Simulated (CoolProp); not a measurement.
Vapour-liquid equilibrium of R227EA (1) + isobutene (2) at 0.0367 bar; x and y are mole fractions of (1).

Computed with CoolProp (multi-fluid Helmholtz-energy mixture model, Lemmon 2016 and Lemmon 2005; pair parameters Bell 2016).

Task: Give the bubble temperature and the first vapour's composition at x = 0.35, 0.425, 0.95. Is there an azeotrope?

Result: x = 0.35: 196.0 K, y = 0.539; x = 0.425: 196.0 K, y = 0.543; x = 0.95: 198.6 K, y = 0.847. y crosses x between x = 0.5 and 0.575: the model has an azeotrope there.

Pair parameters are fitted to limited data, so mixtures are less certain than the pure fluids.
